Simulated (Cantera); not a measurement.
Charge: 1 mol B2H6, 0.47 mol NH3, 1.6 mol N2, at 1073.15 K and 80000 Pa.

Cantera equilibrium calculation (NASA polynomials, part measured and part estimated; ideal gas, pure solids and liquids). Candidate condensed phases: B, BN; 15 gas species. The feed counts by its element totals alone. Kinetics and transport are ignored.

What is the equilibrium state?


```json
{
  "x(H2)": "0.816",
  "x(N2)": "0.184",
  "x(NH3)": "9.35e-5",
  "n(BN(s))": "2.00 mol",
  "gas_amount": "4.540 mol",
  "log10 activity of B(s) (absent)": "-7.18"
}
```
